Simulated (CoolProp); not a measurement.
Properties of ethanol along the isotherm 285.2 K.

Model: reference Helmholtz-energy equation of state, Schroeder 2014, in CoolProp.

```
p (MPa)   phase  density (kg/m³)  cv (kJ/(kg K))  isothermal compressibility (1/MPa)  expansivity (1/kK)  fugacity coefficient
-------  ------  ---------------  --------------  ----------------------------------  ------------------  --------------------
0.855    liquid            796.8           1.955                            0.001058               1.062              0.004276
1.71     liquid            797.6           1.955                            0.001047               1.057              0.002183
2.56     liquid            798.3           1.955                                 ___               1.051              0.001489
3.42     liquid            799.0           1.955                            0.001026               1.045              0.001138
4.27     liquid            799.7           1.954                            0.001016               1.040             0.0009305
5.13     liquid            800.4           1.954                            0.001006               1.034             0.0007909
5.98     liquid            801.0           1.954                                 ___               1.029             0.0006926
6.84     liquid            801.7           1.954                           0.0009871               1.024                   ___
7.69     liquid            802.4           1.954                                 ___               1.019                   ___
8.55     liquid            803.1           1.953                           0.0009691               1.013             0.0005155
9.4      liquid            803.7           1.953                                 ___               1.009             0.0004786
```

### Question
Complete the blanks.

### Answer

- 2.56, isothermal compressibility (1/MPa): 0.001036
- 5.98, isothermal compressibility (1/MPa): 0.0009966
- 6.84, fugacity coefficient: 0.0006183
- 7.69, isothermal compressibility (1/MPa): 0.0009781
- 7.69, fugacity coefficient: 0.0005614
- 9.4, isothermal compressibility (1/MPa): 0.0009604
